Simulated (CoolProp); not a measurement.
Properties of R1233zd(E) at several states (Tc = 438.9 K, pc = 3.583 MPa, ω = 0.304).

Model: reference Helmholtz-energy equation of state, Akasaka 2022, in CoolProp.

| T (K) | p (MPa) | phase | density (kg/m³) | cv (kJ/(kg K)) | isothermal compressibility (1/MPa) | fugacity coefficient |
|---|---|---|---|---|---|---|
| 365.1 | 8.11 | liquid | 1124 | 0.9041 | 0.004733 | 0.1199 |
| 366.6 | 0.0463 | gas | 1.999 | 0.8207 | 21.78 | 0.9916 |
| 173.6 | 0.0163 | liquid | 1531 | ? | 0.0006535 | 0.001547 |
| 412.5 | 0.928 | gas | 40.35 | 0.8974 | 1.248 | 0.8879 |
| 425.9 | 4.26 | liquid | 852.5 | 0.9865 | 0.03840 | 0.4954 |
| 430.3 | 1.63 | gas | 74.27 | 0.9319 | ? | ? |

### Question
Complete the blanks.

### Answer

- 173.6, cv (kJ/(kg K)): 0.6743
- 430.3, isothermal compressibility (1/MPa): 0.7953
- 430.3, fugacity coefficient: 0.8312
